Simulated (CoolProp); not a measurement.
Vapour-liquid equilibrium of n-heptane (1) + m-xylene (2) at 1.67 bar; x and y are mole fractions of (1).

Model: multi-fluid Helmholtz-energy mixture model, Span 2003 and Zhou 2012; pair parameters Bell 2016, in CoolProp.

Problem. Give the bubble temperature and the first vapour's composition at x = 0.05, 0.8, 0.95. Is there an azeotrope?

Solution. x = 0.05: 427.4 K, y = 0.142; x = 0.8: 394.5 K, y = 0.908; x = 0.95: 390.7 K, y = 0.978. No azeotrope shows between x = 0.05 and 0.95.

The pair parameters rest on a limited set of measurements; away from them the model extrapolates.
